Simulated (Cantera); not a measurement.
Input: 1 mol SiC, 0.81 mol O2, 37 mol N2, a varied amount of H2O, held at 1175 K and 14.0 Pa.

Method: chemical equilibrium by Gibbs-energy minimisation in Cantera with the NASA 1993 tables (ideal gas, pure condensed phases). Candidate condensed phases: C, C6H6, C7H8, C8H18, H2O, Si, SiC, SiO2, Si2N2O, Si3N4; 151 gas species. N2 is the only nitrogen source here; it is nearly inert below about 1500 K, so the nitride shown seldom forms there in practice. Mutual solubility and eutectic melting of coexisting phases are not modelled. The tables hold silica as quartz up to 1696 K and as liquid above; real silica turns to tridymite and cristobalite and melts near 1996 K. Rates play no part.

Question: Which condensed phases are stable at each of these points (n(H2O) (mol)): 0.0041, 0.0099, 0.024, 0.057, 0.14, 0.33, 0.79, 1.9?

Answer: 
```csv
n(H2O) (mol),condensed phases,Si condensed (%)
0.0041,SiO2(β-quartz) + Si2N2O(s),100.0
0.0099,SiO2(β-quartz) + Si2N2O(s),100.0
0.024,SiO2(β-quartz) + Si2N2O(s),100.0
0.057,SiO2(β-quartz) + Si2N2O(s),100.0
0.14,SiO2(β-quartz) + Si2N2O(s),100.0
0.33,SiO2(β-quartz) + Si2N2O(s),100.0
0.79,SiO2(β-quartz) + Si2N2O(s),100.0
1.9,SiO2(β-quartz),100.0
```

From 0.0041 mol H2O to 0.79 mol H2O the condensed part is SiO2(β-quartz) + Si2N2O(s). At 1.9 mol H2O the condensed part is SiO2(β-quartz).
